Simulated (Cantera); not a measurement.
Feed: 1 mol TiO₂, 2.6 mol C, 0.14 mol CO, at 133 Pa.

Cantera equilibrium calculation (NASA polynomials, part measured and part estimated; ideal gas, pure solids and liquids). Candidate condensed phases: C, Ti, TiC, TiO, TiO₂, Ti₂O₃, Ti₃O₅, Ti₄O₇; 15 gas species. Mutual solubility and eutectic melting of coexisting phases are not modelled. TiC, TiO: taken at fixed stoichiometry. Condensed phases not in the tables: solid solutions among these carbides, nitrides and lower oxides. Rates play no part.

x: gas mole fraction; n: condensed amount in mol.

| T (K) | x CO | x Ti | x TiO | x TiO₂ | x CO₂ | n TiC(s) | n Ti₂O₃(s) | n TiO(s) | n TiO(l) |
|---|---|---|---|---|---|---|---|---|---|
| 1273 | 1.000 | <1e-12 | <1e-12 | <1e-12 | 2.47e-5 | 0.840 | 0.0800 | 0 | 0 |
| 1373 | 1.000 | <1e-12 | 2.07e-11 | [?] | 2.29e-5 | 0.840 | 0.0800 | 0 | 0 |
| 1473 | 1.000 | 9.91e-12 | 1.00e-9 | [?] | 2.14e-5 | 0.840 | 0.0800 | 0 | 0 |
| 1573 | 1.000 | 6.36e-10 | 2.91e-8 | [?] | 2.02e-5 | 0.840 | 0.0800 | 0 | 0 |
| 1673 | 1.000 | 2.46e-8 | 5.59e-7 | [?] | 1.92e-5 | 0.840 | 0.0800 | 0 | 0 |
| 1773 | 1.000 | 6.13e-7 | 7.30e-6 | [?] | 1.80e-5 | 0.800 | 0 | 0.200 | 0 |
| 1873 | 1.000 | 9.42e-6 | 5.52e-5 | [?] | 1.49e-5 | 0.800 | 0 | 0.200 | 0 |
| 1973 | 1.000 | 0.000109 | 0.000336 | [?] | 1.26e-5 | 0.800 | 0 | 0.199 | 0 |
| 2073 | 0.997 | 0.000959 | 0.00160 | [?] | 1.04e-5 | 0.799 | 0 | 0 | 0.196 |
| 2173 | 0.987 | 0.00671 | 0.00620 | [?] | 8.43e-6 | 0.793 | 0 | 0 | 0.181 |
| 2273 | 0.939 | 0.0402 | 0.0212 | [?] | 6.54e-6 | 0.758 | 0 | 0 | 0.113 |
| 2373 | 0.857 | 0.121 | 0.0215 | [?] | 2.80e-6 | 0.652 | 0 | 0 | 0 |

Problem. Fill in the missing entries.

Solution. 
- 1373, x TiO₂: 1.44e-12
- 1473, x TiO₂: 4.08e-11
- 1573, x TiO₂: 7.42e-10
- 1673, x TiO₂: 9.41e-9
- 1773, x TiO₂: 8.32e-8
- 1873, x TiO₂: 3.89e-7
- 1973, x TiO₂: 1.53e-6
- 2073, x TiO₂: 4.77e-6
- 2173, x TiO₂: 1.21e-5
- 2273, x TiO₂: 2.76e-5
- 2373, x TiO₂: 1.09e-5
